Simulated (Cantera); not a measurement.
Feed: 1 mol Fe₃O₄, 4.6 mol CH₄, 0.043 mol CO, at 750 Torr.

These are equilibrium values from Cantera (NASA tables, ideal gas, pure condensed phases), not measurements of a reactor. Candidate condensed phases: C, C₆H₆, C₇H₈, C₈H₁₈, Fe, Fe(CO)₅, FeO, Fe(OH)₂, Fe(OH)₃, Fe₂O₃, Fe₃O₄, H₂O; 114 gas species. Iron dissolves carbon and melts from about 1420 K in contact with it, which pure phases cannot show. Condensed phases not in the tables: cementite and carbon dissolved in iron. Kinetics and transport are ignored.

Over these rows the condensed part is C(graphite) + Fe(l). Partial pressures as log10 of bar:

```tsv
T (K)	1000/T (1/K)	log p C₂H₂ (acetylene)	log p H₂	log p CO
1848	0.5411	-3.75	-0.16	-0.52
1998	0.5005	?	-0.16	-0.52
2148	0.4655	-2.88	-0.16	-0.52
2298	0.4352	-2.54	-0.17	-0.52
2448	0.4085	-2.24	-0.18	-0.53
2598	0.3849	-2.00	-0.21	-0.55
```

**Question.** Fit log p(C₂H₂ (acetylene)) = a + b·(1000/T) to the five rows, give the apparent enthalpy, and predict the row at 1998 K.

**Answer.** Means: 1000/T = 0.4470, log p = -2.682. Sxy = -0.165207, Sxx = 0.0146750, so b = -11.26 and a = -2.682 − (-11.26)×0.4470 = 2.35.
Apparent enthalpy: −19.145 × (-11.26) = 216 kJ/mol. With the condensed phases at unit activity, 2 C(graphite) + H₂(g) = C₂H₂ (acetylene)(g) links this pressure to the main gases: over the six rows their terms move log p by -0.05 in all, so the slope is close to that reaction's ΔH°. The five rows lie within 0.02 of the line.
Prediction at 1998 K: 2.35 + (-11.26)×0.5005 = -3.29. The computed value is -3.28, 0.01 from the line.
